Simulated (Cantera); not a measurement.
An adiabatic, constant-pressure homogeneous reactor starts with 17.6 % H2, 17.3 % O2, 65.1 % N2, at 1548 K and 825 Torr.

Computed with Cantera and GRI-Mech 3.0 (53 species, 325 reactions).

x: mole fraction; the columns are a selection and need not sum to one.

```
t (s)     T (K)     x H2    x O2    x H2O    x HO2       x O
--------  -----  -------  ------  -------  -------  --------
7.00e-6     [?]    0.174   0.172  0.00170  2.69e-5  0.000335
1.32e-5     [?]   0.0240  0.0898    0.117  3.72e-5    0.0354
2.51e-5     [?]   0.0201  0.0854    0.134  2.22e-5    0.0297
4.74e-5    2249   0.0158  0.0845    0.148  1.34e-5    0.0215
8.98e-5    2431   0.0109  0.0848    0.161  9.80e-6    0.0138
0.000170   2552  0.00682  0.0859    0.171  1.09e-5   0.00838
0.000321   2592  0.00538  0.0863    0.174  1.24e-5   0.00654
0.000608   2594  0.00527  0.0861    0.174  1.25e-5   0.00638
0.00115    2592  0.00525  0.0855    0.175  1.24e-5   0.00631
0.00218    2590  0.00522  0.0846    0.175  1.22e-5   0.00619
0.00412    2585  0.00517  0.0831    0.175  1.20e-5   0.00602
0.00780    2581  0.00512  0.0814    0.175  1.17e-5   0.00583
0.0148     2577  0.00508  0.0802    0.176  1.14e-5   0.00569
0.0279     2576  0.00507  0.0798    0.176  1.14e-5   0.00565
0.0528     2576  0.00507  0.0798    0.176  1.14e-5   0.00564
0.100      2576  0.00507  0.0798    0.176  1.14e-5   0.00564
```

Complete the blanks.


- 7.00e-6, T (K): 1549
- 1.32e-5, T (K): 1736
- 2.51e-5, T (K): 2021
